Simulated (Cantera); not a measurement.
Mixture: 29.0 % CO, 2.58 % H₂, 14.4 % O₂, 54.0 % N₂, equivalence ratio 1.1, at 0.860 bar, adiabatic and at constant volume. Ignition delay is the time to a rise of 400 K.

Computed with Cantera and GRI-Mech 3.0 (53 species, 325 reactions). Where the delays flatten at high temperature, the 400 K rule measures the pace of heat release, not the induction time.

Problem. Predict: delay at 1075 K; delay at 1275 K; delay at 1475 K; delay at 1675 K.

Solution. 
```json
{
 "delay at 1075 K": "0.267 ms",
 "delay at 1275 K": "0.100 ms",
 "delay at 1475 K": "68.1 µs",
 "delay at 1675 K": "63.2 µs"
}
```
